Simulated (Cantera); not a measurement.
An isothermal, constant-pressure homogeneous reactor starts with CH4 : N2 = 1 : 5.8 (molar parts), at 1075 K and 840 Pa. Integrator tolerance rtol = 1e-08.

Computed with Cantera and GRI-Mech 3.0 (53 species, 325 reactions). GRI-Mech 3.0 stops at C3 and has no aromatics, soot or wall deposition, so with more carbon than oxygen in the feed, carbon stays in small species such as C2H2 where larger ones or solid carbon would form. Radical loss at walls, strong at low pressure, is not modelled.

**Question.** What does this change do: temperature 1075 to 1625 K?

**Answer.** 
```
quantity                                            before                                      after
-----------------  ---------------------------------------  -----------------------------------------
x(CH4) at 50.0 s      0.147 (gas-phase equilibrium 0.0365)   0.000303 (gas-phase equilibrium 2.82e-5)
x(CH3) at 50.0 s   1.38e-7 (gas-phase equilibrium 2.82e-7)    1.08e-5 (gas-phase equilibrium 1.01e-6)
x(C2H) at 50.0 s     <1e-12 (gas-phase equilibrium <1e-12)    4.31e-7 (gas-phase equilibrium 1.80e-7)
x(C2H4) at 50.0 s  4.03e-9 (gas-phase equilibrium 0.00318)    9.23e-6 (gas-phase equilibrium 3.82e-6)
x(H) at 50.0 s      <1e-12 (gas-phase equilibrium 6.07e-8)  0.000337 (gas-phase equilibrium 0.000340)
x(H2) at 50.0 s      1.17e-7 (gas-phase equilibrium 0.142)        0.192 (gas-phase equilibrium 0.192)
```
